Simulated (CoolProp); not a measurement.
Vapour-liquid equilibrium of hydrogen sulfide (1) + propane (2) at 280.5 K; x and y are mole fractions of (1).

Computed with CoolProp (multi-fluid Helmholtz-energy mixture model, Lemmon 2006 and Lemmon 2009; pair parameters Kunz 2012).

| x | bubble pressure (MPa) | y at the bubble point | dew pressure at overall composition x (MPa) | liquid density (mol/L) |
|---|---|---|---|---|
| 0.05 | 0.7020 | 0.178 | 0.6182 | 11.97 |
| 0.2 | 0.9573 | 0.450 | 0.7182 | 12.78 |
| 0.35 | 1.123 | 0.582 | 0.8488 | 13.90 |
| 0.5 | 1.230 | 0.668 | 1.018 | 15.42 |
| 0.65 | 1.296 | 0.738 | 1.210 | 17.40 |
| 0.8 | 1.328 | 0.814 | 1.325 | 19.90 |
| 0.95 | 1.306 | 0.933 | 1.299 | 22.89 |

y crosses x between x = 0.8 and 0.95: the model has an azeotrope there.

Pair parameters are fitted to limited data, so mixtures are less certain than the pure fluids.
